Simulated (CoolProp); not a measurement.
Values from CoolProp's reference Helmholtz-energy equation of state, Lemmon 2003. It is a pseudo-pure fit of the blend.

For R410A, give the phase and the cp (kJ/(kg K)), viscosity (µPa s), conductivity (mW/(m K)) at 75.95 °C and 0.0117 MPa; 75.95 °C and 1.08 MPa; 75.95 °C and 1.62 MPa.


- 75.95 °C and 0.0117 MPa: gas; cp 0.885, viscosity 15.1, conductivity 17.0
- 75.95 °C and 1.08 MPa: gas; cp 0.985, viscosity 15.5, conductivity 18.0
- 75.95 °C and 1.62 MPa: gas; cp 1.05, viscosity 15.7, conductivity 18.6

Viscosity comes from a separate model (Geller 2000). Thermal conductivity comes from a separate model (Geller 2001).
